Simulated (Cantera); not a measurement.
Cantera run, input and output.

```python
import numpy as np
import cantera as ct

gas = ct.Solution("gri30.yaml")


def delay(T, t_max=10):
    gas.TPX = T, 52000, {'H2': 1, 'O2': 1.16, 'N2': 4.37}
    reactor = ct.IdealGasConstPressureReactor(gas, clone=False)
    net = ct.ReactorNet([reactor])
    net.rtol, net.atol = 1e-8, 1e-16
    while net.time < t_max:
        t_old, T_old = net.time, reactor.T
        net.step()
        if reactor.T > T + 400:  # ignition: a rise of 400 K
            return t_old + (T + 400 - T_old) / (reactor.T - T_old) * (net.time - t_old)
    return np.nan


taus = []
for T in [1300, 1375, 1450, 1525, 1600, 1675, 1750, 1825, 1900]:
    taus.append(delay(T))
    print(f"T0 = {T:6g} K   tau = {taus[-1]:.4e} s")
```

It prints:

```
T0 =   1300 K   tau = 8.8407e-05 s
T0 =   1375 K   tau = 8.1159e-05 s
T0 =   1450 K   tau = 7.9705e-05 s
T0 =   1525 K   tau = 8.2268e-05 s
T0 =   1600 K   tau = 8.7886e-05 s
T0 =   1675 K   tau = 9.6016e-05 s
T0 =   1750 K   tau = 1.0636e-04 s
T0 =   1825 K   tau = 1.1877e-04 s
T0 =   1900 K   tau = 1.3321e-04 s
```

Model: GRI-Mech 3.0 (53 species, 325 reactions), integrated in Cantera. Where the delays flatten at high temperature, the 400 K rule measures the pace of heat release, not the induction time.
